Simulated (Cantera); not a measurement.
Cantera run:

```python
import numpy as np
import cantera as ct

gas_names = [...]  # 121 gases of nasa_gas.yaml made of Al, C, H, O
cond_names = """
    AL(cr) AL(L) AL2O3(a) AL2O3(L) C(gr) C6H6(L) C7H8(L) C8H18(L),n-octa H2O(s) H2O(L)
""".split()


# ... load() reads the species with a 1 bar reference pressure and builds the phases ...
atoms = {
    'Al(CH3)3': {'AL': 1, 'C': 3, 'H': 9},
    'H2O': {'H': 2, 'O': 1},
    'H2': {'H': 2},
}
top_T = {'C(gr)': 4500}  # K; cautious upper limits of use, not melting points


# ... equilibrate(T, P, feed) seeds the gas with the atoms and calls Mixture.equilibrate('TP', solver="vcs", rtol=1e-11, max_steps=5000) ...
results = []
feed = {'Al(CH3)3': 1, 'H2O': 47, 'H2': 2}  # mol
T = 1450  # K
P = 100000  # Pa
mix = equilibrate(T, P, feed)
results.append((T, P, feed, dict(zip(mix.species_names, mix.species_moles))))
print(gas.report(threshold=1e-05))
for i in range(1, mix.n_phases):
    print(f"{mix.phase(i).name:16s} {mix.phase_moles(i):12.5e} mol")
```

It prints:

```
       temperature   1450 K
          pressure   1e+05 Pa
           density   0.12799 kg/m^3
  mean mol. weight   15.431 kg/kmol
   phase of matter   gas

                          1 kg             1 kmol
                     ---------------   ---------------
          enthalpy       -9.4267e+06       -1.4546e+08  J
   internal energy       -1.0208e+07       -1.5752e+08  J
           entropy             15592        2.4059e+05  J/K
    Gibbs function       -3.2035e+07       -4.9432e+08  J
 heat capacity c_p            2824.5             43584  J/K
 heat capacity c_v            2285.6             35269  J/K

                      mass frac. Y      mole frac. X     chem. pot. / RT
                     ---------------   ---------------   ---------------
                CO          0.041057          0.022618           -39.616
               CO2          0.086926          0.030479           -66.158
                H2          0.029417           0.22517           -19.995
               H2O            0.8426           0.72173           -46.537
     [ +117 minor]        7.0717e-07        4.8468e-06

AL(L)             0.00000e+00 mol
AL2O3(a)          5.00000e-01 mol
C(gr)             0.00000e+00 mol
```

Cantera equilibrium calculation (NASA polynomials, part measured and part estimated; ideal gas, pure solids and liquids). The feed counts by its element totals alone. Gases not in the tables: Al(OH)3.
